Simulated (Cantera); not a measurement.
Feed: 1 mol Cr2O3, 140 mol H2, 30 mol N2, equilibrated at 1 atm.

These are equilibrium values from Cantera (NASA tables, ideal gas, pure condensed phases), not measurements of a reactor. Candidate condensed phases: Cr, CrN, Cr2N, Cr2O3, H2O; 29 gas species. Mutual solubility and eutectic melting of coexisting phases are not modelled. Equilibrium is a limit: real reactors are often held back by kinetics, nucleation or transport.

Problem. Which condensed phases are stable at each of these points (T (K)): 1373, 1423, 1473, 1523, 1573, 1623, 1673?

Solution. 
```
T (K)    condensed phases  Cr condensed (%)
-----  ------------------  ----------------
1373   Cr2N(s) + Cr2O3(s)             100.0
1423   Cr2N(s) + Cr2O3(s)             100.0
1473   Cr2N(s) + Cr2O3(s)             100.0
1523   Cr2N(s) + Cr2O3(s)             100.0
1573   Cr2N(s) + Cr2O3(s)             100.0
1623     Cr(s) + Cr2O3(s)             100.0
1673     Cr(s) + Cr2O3(s)              99.9
```

From 1373 K to 1573 K the condensed part is Cr2N(s) + Cr2O3(s). From 1623 K to 1673 K the condensed part is Cr(s) + Cr2O3(s).
